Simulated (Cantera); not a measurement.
Cantera run:

```python
import numpy as np
import cantera as ct

gas_names = """
    C CN CO CO2 C2 CCN CNC C2N2 C2O C3 C3O2 C4 C4N2 C5 N NCO NO NO2 NO3 N2 N2O O O2 O3 Si SiC SiC2 SiN
    SiO SiO2 Si2 Si2C Si2N Si3
""".split()
cond_names = """
    C(gr) Si(cr) Si(L) SiC(b) SiO2(Lqz) SiO2(hqz) SiO2(L) Si2N2O(s) Si3N4(a)
""".split()


# ... load() reads the species with a 1 bar reference pressure and builds the phases ...
atoms = {
    'SiC': {'Si': 1, 'C': 1},
    'N2O': {'N': 2, 'O': 1},
    'N2': {'N': 2},
}
top_T = {'C(gr)': 4500, 'SiC(b)': 3050, 'Si2N2O(s)': 2100, 'Si3N4(a)': 2400}  # K; cautious upper limits of use, not melting points


# ... equilibrate(T, P, feed) seeds the gas with the atoms and calls Mixture.equilibrate('TP', solver="vcs", rtol=1e-11, max_steps=5000) ...
results = []
feed = {'SiC': 1, 'N2O': 1.7, 'N2': 81}  # mol
T = 950  # K
P = 13332.2  # Pa
mix = equilibrate(T, P, feed)
results.append((T, P, feed, dict(zip(mix.species_names, mix.species_moles))))
x = sorted(zip(gas.X, gas.species_names), reverse=True)
print(f"T = {T:g} K  P = {P:g} Pa  gas = {mix.phase_moles(0):.4g} mol")
print("   x: " + "  ".join(f"{s} {v:.3e}" for v, s in x if v > 1e-06))
print("   condensed (mol): " + ("  ".join(f"{mix.phase(i).name} {mix.phase_moles(i):.4g}"
      for i in range(1, mix.n_phases) if mix.phase_moles(i) > 1e-12) or "none"))
```

Output:

```
T = 950 K  P = 13332.2 Pa  gas = 82.63 mol
   x: N2 9.995e-01  CO 4.700e-04
   condensed (mol): C(gr) 0.9612  SiO2(hqz) 0.7741  Si2N2O(s) 0.1129
```

Equilibrium computed with Cantera from the NASA thermochemical tables; the gas is ideal and each condensed phase is pure.
